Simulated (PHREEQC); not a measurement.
A solution holds 0.0027 mol K2CO3, 0.19 mol NaHCO3 and 0.017 mol MgCl2 per kg of water, at 85 °C. Closed to the air; pH follows from the charge balance.

Computed with PHREEQC (Pitzer model, pitzer.dat).

### Question
The ionic strength comes out as 0.242 mol/kgw. What activity coefficients do OH-, Cl-, Na+, CO3-2, MgOH+ get?

### Answer
OH- 0.65, Cl- 0.68, Na+ 0.68, CO3-2 0.15, MgOH+ 0.63. Single-ion values are on the MacInnes scale.

No solid was allowed to form. Saturation is exceeded, for instance for Magnesite (slow to form); the values hold only as long as no solid forms. Away from 25 °C the constants follow the database's enthalpies or fits; those with neither stay at their 25 °C values.
